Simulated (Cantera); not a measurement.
A Cantera script and what it prints.

```python
import numpy as np
import cantera as ct

gas_names = [...]  # 110 gases of nasa_gas.yaml made of C, H, N
cond_names = """
    C(gr) C6H6(L) C7H8(L) C8H18(L),n-octa
""".split()


# ... load() reads the species with a 1 bar reference pressure and builds the phases ...
atoms = {
    'C2H4': {'C': 2, 'H': 4},
    'NH3': {'N': 1, 'H': 3},
    'H2': {'H': 2},
}
top_T = {'C(gr)': 4500}  # K; cautious upper limits of use, not melting points


# ... equilibrate(T, P, feed) seeds the gas with the atoms and calls Mixture.equilibrate('TP', solver="vcs", rtol=1e-11, max_steps=5000) ...
results = []
feed = {'C2H4': 1, 'NH3': 0.027, 'H2': 2.9}  # mol
P = 680000  # Pa
for T in [3000, 3500, 4000, 4500, 5000]:
    mix = equilibrate(T, P, feed)
    results.append((T, P, feed, dict(zip(mix.species_names, mix.species_moles))))

top = {s: max(r[3][s] / sum(r[3][g] for g in gas_names) for r in results) for s in gas_names}
cols = sorted((s for s in top if top[s] > 0.0001), key=lambda s: -top[s])[:8]
seen = [c for c in cond_names if any(r[3].get(c, 0) > 1e-12 for r in results)]
print("log10 of partial pressures in bar; condensed amounts in mol")
print(f"{'T/K':>10s}" + "".join(f"{s[:9]:>10s}" for s in cols + seen))
for T, P, feed, n in results:
    ng = sum(n[g] for g in gas_names)
    print(f"{T:10.4g}" + "".join(f"{np.log10(max(n[s] / ng * P / 1e5, 1e-99)):10.3f}" for s in cols)
          + "".join(f"{n.get(c, 0):10.4g}" for c in seen))
```

Output:

```
log10 of partial pressures in bar; condensed amounts in mol
       T/K        H2         H C2H2,acet         C       C2H        C3        C2      C4H2     C(gr)
      3000     0.777    -0.413    -0.429    -4.295    -2.384    -3.506    -4.499    -2.015     1.373
      3500     0.645     0.094    -0.046    -2.539    -1.099    -1.568    -2.508    -1.118         0
      4000     0.485     0.445    -0.330    -1.479    -0.681    -0.893    -1.531    -1.529         0
      4500     0.205     0.641    -0.951    -0.779    -0.683    -0.743    -1.022    -2.499         0
      5000    -0.176     0.720    -1.829    -0.333    -0.990    -0.963    -0.841    -3.882         0
```

Equilibrium computed with Cantera from the NASA thermochemical tables; the gas is ideal and each condensed phase is pure.
